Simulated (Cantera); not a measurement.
**Equilibrium for fluorocarbon and chlorocarbon gases: C₂F₆ + CH₄ + H₂**

Charge: 1 mol C₂F₆, 0.02 mol CH₄, 0.59 mol H₂, equilibrated at 0.0100 bar.

Method: chemical equilibrium by Gibbs-energy minimisation in Cantera with the NASA 1993 tables (ideal gas, pure condensed phases). Candidate condensed phases: C, C₆H₆, C₇H₈, C₈H₁₈; 95 gas species. The feed counts by its element totals alone. Gases not in the tables: C₂F₆ and larger saturated fluorocarbons. Equilibrium is a limit: real reactors are often held back by kinetics, nucleation or transport.

From 1575 K to 2975 K the condensed part is C(graphite). At 3175 K nothing is condensed. The main C-bearing gas is CF₄ at 1575 K and C₃ at 3175 K. The share of C in condensed phases is highest at 2775 K (62.7 %) and lowest at 3175 K (0.0 %).

```csv
T (K),x F,x HF,x CF₄,x CF₂,x CF,x C₃,x C,x H,n C(graphite)
1575,0.000174,0.515,0.484,0.000863,5.46e-8,<1e-12,<1e-12,2.35e-8,0.834
1775,0.00265,0.512,0.475,0.00935,3.49e-6,5.28e-12,1.29e-11,2.38e-7,0.825
1975,0.0226,0.491,0.424,0.0588,9.27e-5,1.49e-9,1.76e-9,1.51e-6,0.771
2175,0.117,0.414,0.248,0.210,0.00120,1.45e-7,9.74e-8,6.68e-6,0.595
2375,0.329,0.305,0.0424,0.309,0.00716,6.39e-6,2.72e-6,2.73e-5,0.506
2575,0.530,0.252,0.00193,0.192,0.0217,0.000154,4.53e-5,0.000144,0.931
2775,0.643,0.226,5.80e-5,0.0825,0.0447,0.00231,0.000500,0.000785,1.27
2975,0.658,0.205,1.58e-6,0.0297,0.0723,0.0238,0.00399,0.00393,0.906
3175,0.642,0.174,3.89e-8,0.00766,0.0727,0.0609,0.0170,0.0156,0
```
x: gas mole fraction; n: condensed amount in mol.
